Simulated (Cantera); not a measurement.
An isothermal, constant-pressure homogeneous reactor starts with N2O : O2 = 1 : 0.15 (molar parts), at 1475 K and 1.00 bar. Integrator tolerance rtol = 1e-08.

Cantera simulation using GRI-Mech 3.0 (53 species, 325 reactions); the numbers are that mechanism's predictions, not measurements. GRI-Mech 3.0 was tuned for natural gas; its chemistry of N2O as a main component is partial and can be far from experiment. The temperature is held fixed by assumption; the heat of reaction is taken as removed at once.

What does this change do: temperature 1475 to 1100 K?


```csv
quantity,before,after
x(N2O) at 9.00 s,4.09e-6 (gas-phase equilibrium 7.06e-8),0.403 (gas-phase equilibrium 6.76e-9)
x(O2) at 9.00 s,0.337 (gas-phase equilibrium 0.393),0.262 (gas-phase equilibrium 0.394)
x(NO2) at 9.00 s,0.000820 (gas-phase equilibrium 1.03e-5),0.000272 (gas-phase equilibrium 4.01e-6)
x(NO) at 9.00 s,0.112 (gas-phase equilibrium 0.00130),0.0198 (gas-phase equilibrium 0.000103)
x(N2) at 9.00 s,0.550 (gas-phase equilibrium 0.605),0.316 (gas-phase equilibrium 0.606)
x(O) at 9.00 s,1.68e-6 (gas-phase equilibrium 1.81e-6),2.02e-7 (gas-phase equilibrium 1.58e-9)
```
The mechanism lacks the step 2 NO + O2 → 2 NO2, which can matter for NO2 below about 1400 K.
